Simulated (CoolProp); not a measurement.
Vapour-liquid equilibrium of CH2F2 (R32) (1) + R152A (2) at 238 K; x and y are mole fractions of (1).

Values from CoolProp's multi-fluid Helmholtz-energy mixture model, Tillner-Roth 1997 and Outcalt 1996; pair parameters Bell 2016.

Task: Give the bubble pressure and the first vapour's composition at x = 0.05, 0.35, 0.5. Is there an azeotrope?

Result: x = 0.05: 0.06871 MPa, y = 0.163; x = 0.35: 0.1174 MPa, y = 0.653; x = 0.5: 0.1411 MPa, y = 0.773. No azeotrope shows between x = 0.05 and 0.95.

The pair parameters rest on a limited set of measurements; away from them the model extrapolates.
